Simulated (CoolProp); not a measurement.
Values from CoolProp's reference Helmholtz-energy equation of state, Bücker 2006.

Problem. For ethane, give the phase and the speed of sound (m/s), isothermal compressibility (1/MPa) at 314.2 K and 6090 kPa; 314.2 K and 15200 kPa.

Solution. 
- 314.2 K and 6090 kPa: supercritical; speed of sound 243, isothermal compressibility 0.407
- 314.2 K and 15200 kPa: supercritical; speed of sound 617, isothermal compressibility 0.0129
